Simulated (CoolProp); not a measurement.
Vapour-liquid equilibrium of benzene (1) + n-decane (2) at 114.15 °C; x and y are mole fractions of (1).

Computed with CoolProp (multi-fluid Helmholtz-energy mixture model, Thol 2012 and Lemmon 2006; pair parameters Bell 2016).

```csv
x,bubble pressure (MPa),y at the bubble point,dew pressure at overall composition x (MPa),liquid density (mol/L)
0.05,0.02878,0.453,0.01721,4.746
0.15,0.05462,0.738,0.01912,5.040
0.25,0.08067,0.841,0.02150,5.367
0.35,0.1060,0.892,0.02456,5.733
0.45,0.1303,0.924,0.02862,6.146
0.55,0.1537,0.945,0.03429,6.615
0.65,0.1766,0.961,0.04276,7.155
0.75,0.1995,0.974,0.05678,7.781
0.85,0.2230,0.985,0.08437,8.519
0.95,0.2474,0.995,0.1601,9.401
```

No azeotrope shows between x = 0.05 and 0.95.

The pair parameters rest on a limited set of measurements; away from them the model extrapolates.
